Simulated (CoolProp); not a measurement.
Properties of hydrogen chloride along the isotherm 369 K (Tc = 324.7 K, pc = 8314 kPa, ω = 0.130).

Values from CoolProp's reference Helmholtz-energy equation of state, Thol 2018.

| p (kPa) | phase | Joule-Thomson coefficient (K/MPa) | isothermal compressibility (1/MPa) |
|---|---|---|---|
| 65.7 | gas | 9.809 | 15.25 |
| 150 | gas | 9.797 | 6.697 |
| 340 | gas | 9.769 | 2.972 |
| 775 | gas | 9.703 | 1.322 |
| 1760 | gas | 9.540 | 0.6013 |
| 4010 | gas | 9.079 | 0.2869 |
| 9130 | supercritical | 7.433 | 0.1630 |
| 20800 | supercritical | 1.800 | 0.03704 |
